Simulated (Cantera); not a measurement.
An adiabatic, constant-pressure homogeneous reactor starts with CO : H2 : O2 : N2 = 1 : 0.11 : 0.578 : 2.17 (molar parts), equivalence ratio 0.96, at 1175 K and 1.00 atm. Integrator tolerance rtol = 1e-08.

Computed with Cantera and GRI-Mech 3.0 (53 species, 325 reactions).

Task: What does this change do: H2 0.11 to 0.08 parts?

Result: 
```json
[
 {"quantity": "time of steepest temperature rise", "before": "0.112 ms", "after": "0.127 ms"},
 {"quantity": "temperature at 8.00 s", "before": "2658 K", "after": "2651 K"},
 {"quantity": "equilibrium temperature", "before": "2658 K", "after": "2651 K"},
 {"quantity": "x(CO) at 8.00 s", "before": "0.0835 (gas-phase equilibrium 0.0835)", "after": "0.0804 (gas-phase equilibrium 0.0804)"},
 {"quantity": "x(H2) at 8.00 s", "before": "0.00157 (gas-phase equilibrium 0.00157)", "after": "0.00106 (gas-phase equilibrium 0.00106)"},
 {"quantity": "x(O2) at 8.00 s", "before": "0.0391 (gas-phase equilibrium 0.0391)", "after": "0.0417 (gas-phase equilibrium 0.0417)"},
 {"quantity": "x(NO2) at 8.00 s", "before": "3.78e-6 (gas-phase equilibrium 3.78e-6)", "after": "4.03e-6 (gas-phase equilibrium 4.03e-6)"},
 {"quantity": "x(O) at 8.00 s", "before": "0.00595 (gas-phase equilibrium 0.00595)", "after": "0.00597 (gas-phase equilibrium 0.00597)"}
]
```

Task: What does this change do: initial temperature 1175 to 1625 K?

Result: 
```json
[
 {"quantity": "time of steepest temperature rise", "before": "0.112 ms", "after": "29.7 µs"},
 {"quantity": "temperature at 8.00 s", "before": "2658 K", "after": "2791 K"},
 {"quantity": "equilibrium temperature", "before": "2658 K", "after": "2791 K"},
 {"quantity": "x(CO) at 8.00 s", "before": "0.0835 (gas-phase equilibrium 0.0835)", "after": "0.112 (gas-phase equilibrium 0.112)"},
 {"quantity": "x(H2) at 8.00 s", "before": "0.00157 (gas-phase equilibrium 0.00157)", "after": "0.00209 (gas-phase equilibrium 0.00209)"},
 {"quantity": "x(O2) at 8.00 s", "before": "0.0391 (gas-phase equilibrium 0.0391)", "after": "0.0485 (gas-phase equilibrium 0.0485)"},
 {"quantity": "x(NO2) at 8.00 s", "before": "3.78e-6 (gas-phase equilibrium 3.78e-6)", "after": "5.03e-6 (gas-phase equilibrium 5.03e-6)"},
 {"quantity": "x(O) at 8.00 s", "before": "0.00595 (gas-phase equilibrium 0.00595)", "after": "0.0115 (gas-phase equilibrium 0.0115)"}
]
```

Task: What does this change do: 0.079 parts H2O added?

Result: 
```csv
quantity,before,after
time of steepest temperature rise,0.112 ms,0.118 ms
temperature at 8.00 s,2658 K,2635 K
equilibrium temperature,2658 K,2635 K
x(CO) at 8.00 s,0.0835 (gas-phase equilibrium 0.0835),0.0774 (gas-phase equilibrium 0.0774)
x(H2) at 8.00 s,0.00157 (gas-phase equilibrium 0.00157),0.00259 (gas-phase equilibrium 0.00259)
x(O2) at 8.00 s,0.0391 (gas-phase equilibrium 0.0391),0.0368 (gas-phase equilibrium 0.0368)
x(NO2) at 8.00 s,3.78e-6 (gas-phase equilibrium 3.78e-6),3.47e-6 (gas-phase equilibrium 3.47e-6)
x(O) at 8.00 s,0.00595 (gas-phase equilibrium 0.00595),0.00523 (gas-phase equilibrium 0.00523)
```
